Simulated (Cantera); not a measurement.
## Catalytic stagnation flow on Pt

A jet of CH4 : O2 : N2 = 0.047 : 0.14 : 0.79 (molar parts) at 300 K and 17000 Pa hits a platinum plate 3.3 cm away at a mass flux of 0.033 kg/m²/s; the plate temperature is set and raised in steps from an oxygen-covered start.

Computed with Cantera and Deutschmann's 1995 Pt surface mechanism with GRI-Mech 3.0 gas chemistry. Catalytic surfaces can have several steady states; this one follows from the mechanism file's or the stated starting coverage.

```json
[
 {"plate T (K)": "900", "wall x CH4": "0.0273", "wall x O2": "0.0987", "wall x H2O": "0.0390", "wall x OH": "3.21e-8", "wall x CO": "9.76e-6", "wall x CO2": "0.0257", "θ free Pt": "0.177", "θ O*": "0.821", "θ OH*": "0.00206"},
 {"plate T (K)": "950", "wall x CH4": "0.0184", "wall x O2": "0.0798", "wall x H2O": "0.0554", "wall x OH": "9.76e-8", "wall x CO": "9.25e-6", "wall x CO2": "0.0366", "θ free Pt": "0.249", "θ O*": "0.749", "θ OH*": "0.00227"},
 {"plate T (K)": "1000", "wall x CH4": "0.0125", "wall x O2": "0.0673", "wall x H2O": "0.0662", "wall x OH": "2.61e-7", "wall x CO": "8.59e-6", "wall x CO2": "0.0439", "θ free Pt": "0.324", "θ O*": "0.674", "θ OH*": "0.00224"},
 {"plate T (K)": "1050", "wall x CH4": "0.00884", "wall x O2": "0.0597", "wall x H2O": "0.0727", "wall x OH": "6.19e-7", "wall x CO": "8.19e-6", "wall x CO2": "0.0482", "θ free Pt": "0.397", "θ O*": "0.601", "θ OH*": "0.00207"},
 {"plate T (K)": "1100", "wall x CH4": "0.00661", "wall x O2": "0.0551", "wall x H2O": "0.0766", "wall x OH": "1.33e-6", "wall x CO": "8.10e-6", "wall x CO2": "0.0509", "θ free Pt": "0.468", "θ O*": "0.530", "θ OH*": "0.00186"},
 {"plate T (K)": "1150", "wall x CH4": "0.00517", "wall x O2": "0.0523", "wall x H2O": "0.0790", "wall x OH": "2.65e-6", "wall x CO": "8.33e-6", "wall x CO2": "0.0525", "θ free Pt": "0.534", "θ O*": "0.464", "θ OH*": "0.00164"},
 {"plate T (K)": "1200", "wall x CH4": "0.00421", "wall x O2": "0.0505", "wall x H2O": "0.0805", "wall x OH": "4.92e-6", "wall x CO": "8.88e-6", "wall x CO2": "0.0535", "θ free Pt": "0.596", "θ O*": "0.403", "θ OH*": "0.00143"}
]
```
x: mole fraction at the wall; θ: surface coverage.
